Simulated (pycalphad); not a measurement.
Source of the numbers: pycalphad with the COST 507 light-alloy database (1999); pressure 1 atm. The data set is of 1999 and partly superseded.

Molar enthalpy of Si-74.85Al (wt.%) in equilibrium (SER reference):

```json
[
 {"T (K)": "2350", "H (kJ/mol)": "78.93", "phases": "liquid"},
 {"T (K)": "2250", "H (kJ/mol)": "75.87", "phases": "liquid"},
 {"T (K)": "2150", "H (kJ/mol)": "72.80", "phases": "liquid"},
 {"T (K)": "2050", "H (kJ/mol)": "69.74", "phases": "liquid"},
 {"T (K)": "1950", "H (kJ/mol)": "66.68", "phases": "liquid"},
 {"T (K)": "1850", "H (kJ/mol)": "63.61", "phases": "liquid"},
 {"T (K)": "1750", "H (kJ/mol)": "60.55", "phases": "liquid"},
 {"T (K)": "1650", "H (kJ/mol)": "57.48", "phases": "liquid"},
 {"T (K)": "1550", "H (kJ/mol)": "54.42", "phases": "liquid"},
 {"T (K)": "1450", "H (kJ/mol)": "51.35", "phases": "liquid"},
 {"T (K)": "1350", "H (kJ/mol)": "48.28", "phases": "liquid"},
 {"T (K)": "1250", "H (kJ/mol)": "45.21", "phases": "liquid"},
 {"T (K)": "1150", "H (kJ/mol)": "42.16", "phases": "liquid"},
 {"T (K)": "1050", "H (kJ/mol)": "39.11", "phases": "liquid"},
 {"T (K)": "950", "H (kJ/mol)": "32.96", "phases": "liquid + diamond (Si)"},
 {"T (K)": "850", "H (kJ/mol)": "15.36", "phases": "fcc + diamond (Si)"},
 {"T (K)": "750", "H (kJ/mol)": "12.08", "phases": "fcc + diamond (Si)"},
 {"T (K)": "650", "H (kJ/mol)": "9.11", "phases": "fcc + diamond (Si)"},
 {"T (K)": "550", "H (kJ/mol)": "6.34", "phases": "fcc + diamond (Si)"}
]
```

Cooling from 1050 K to 850 K, across the freezing range, releases 23.7 kJ/mol, or 871 J/g. The slope is 30 J/(mol K) in the liquid and 33 J/(mol K) just below the solidus, where it includes any heat of precipitation. Liquidus 1032 K, solidus 850 K. Changes were sought between steps of 100 K, so a narrower field can be missed.
